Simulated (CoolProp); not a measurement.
The fluid at 433.05 K and 3.06 MPa flows at 0.36 m/s in a round tube of 100 mm bore and 45 µm roughness, fully developed (64/Re and Nu = 3.66 if laminar; Colebrook and Gnielinski if turbulent). The same conditions are run with several fluids, on thermodynamics alone (safety and materials aside).

Model: reference Helmholtz-energy equation of state of each fluid (methanol: de Reuck 1993; benzene: Thol 2012; R141b: Lemmon 2006; m-xylene: Zhou 2012; ethylbenzene: Zhou 2012), in CoolProp.

```tsv
fluid	Reynolds number	Darcy friction factor	pressure drop (Pa/m)	heat-transfer coefficient (W/(m² K))	mass flow (kg/h)
methanol	179000	0.0188	7.72	1300	…
benzene	157000	0.0190	8.91	738	7350
R141b	301000	0.0179	10.5	…	…
m-xylene	135000	0.0194	9.28	…	7530
ethylbenzene	132000	0.0194	9.33	684	…
```

Q: Fill in the missing entries.

A: 
- methanol, mass flow (kg/h): 6460
- R141b, heat-transfer coefficient (W/(m² K)): 707
- R141b, mass flow (kg/h): 9240
- m-xylene, heat-transfer coefficient (W/(m² K)): 681
- ethylbenzene, mass flow (kg/h): 7550

Transport values come from each fluid's own correlations; those of R141b, ethylbenzene are estimates that may be off by 10 % or more.
